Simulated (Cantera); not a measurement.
An isothermal, constant-pressure homogeneous reactor starts with CH4 : N2 = 1 : 63 (molar parts), at 1525 K and 1.10 bar.

Computed with Cantera and GRI-Mech 3.0 (53 species, 325 reactions). GRI-Mech 3.0 stops at C3 and has no aromatics, soot or wall deposition, so with more carbon than oxygen in the feed, carbon stays in small species such as C2H2 where larger ones or solid carbon would form.

x: mole fraction; the columns are a selection and need not sum to one.

```csv
t (s),x CH4,x H2,x H,x HCN,x C2H6,x C2H
4.00e-5,0.0156,2.79e-7,2.09e-8,<1e-12,7.43e-11,<1e-12
0.000118,0.0156,8.64e-7,2.09e-8,<1e-12,2.00e-9,<1e-12
0.000348,0.0156,2.61e-6,2.14e-8,<1e-12,4.87e-8,<1e-12
0.00103,0.0156,8.17e-6,2.50e-8,<1e-12,9.27e-7,<1e-12
0.00303,0.0156,3.05e-5,3.99e-8,2.06e-12,8.59e-6,<1e-12
0.00894,0.0154,0.000153,1.00e-7,2.33e-11,3.65e-5,4.50e-12
0.0264,0.0147,0.000938,3.54e-7,3.95e-10,7.47e-5,8.01e-11
0.0779,0.0127,0.00375,8.45e-7,3.25e-9,4.21e-5,4.79e-10
0.230,0.00986,0.00831,1.44e-6,1.19e-8,1.70e-5,[?]
0.678,0.00623,0.0138,2.13e-6,3.23e-8,5.40e-6,[?]
2.00,0.00300,0.0186,2.77e-6,6.88e-8,1.14e-6,[?]
```

Task: Some entries are withheld; supply them.

Result: 
- 0.230, x C2H: 1.01e-9
- 0.678, x C2H: 1.54e-9
- 2.00, x C2H: 2.02e-9
